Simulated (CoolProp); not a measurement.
A single-stage vapour-compression cycle with ammonia: evaporating at 222.15 K (dew point), condensing at 285.15 K (bubble point), superheat 10 K, subcooling 2 K, compressor efficiency 0.8, no pressure losses. Each further row changes one setting.

Model: reference Helmholtz-energy equation of state, Gao 2020, in CoolProp.

```json
[
 {"case": "as stated", "cooling COP": "2.07", "pressure ratio": "17.1", "discharge temperature (K)": "489.1", "refrigerating effect (kJ/kg)": "1170", "volumetric capacity (kJ/m³)": "400"},
 {"case": "evaporating temperature 227.15 K", "cooling COP": "2.37", "pressure ratio": "12.8", "discharge temperature (K)": "465.4", "refrigerating effect (kJ/kg)": "1170", "volumetric capacity (kJ/m³)": "529"},
 {"case": "condensing temperature 280.15 K", "cooling COP": "2.30", "pressure ratio": "14.4", "discharge temperature (K)": "470.1", "refrigerating effect (kJ/kg)": "1190", "volumetric capacity (kJ/m³)": "408"},
 {"case": "subcooling 7 K", "cooling COP": "2.11", "pressure ratio": "17.1", "discharge temperature (K)": "489.1", "refrigerating effect (kJ/kg)": "1190", "volumetric capacity (kJ/m³)": "408"},
 {"case": "superheat 20 K", "cooling COP": "2.02", "pressure ratio": "17.1", "discharge temperature (K)": "507.1", "refrigerating effect (kJ/kg)": "1190", "volumetric capacity (kJ/m³)": "389"},
 {"case": "compressor efficiency 0.7", "cooling COP": "1.81", "pressure ratio": "17.1", "discharge temperature (K)": "521.1", "refrigerating effect (kJ/kg)": "1170", "volumetric capacity (kJ/m³)": "400"}
]
```
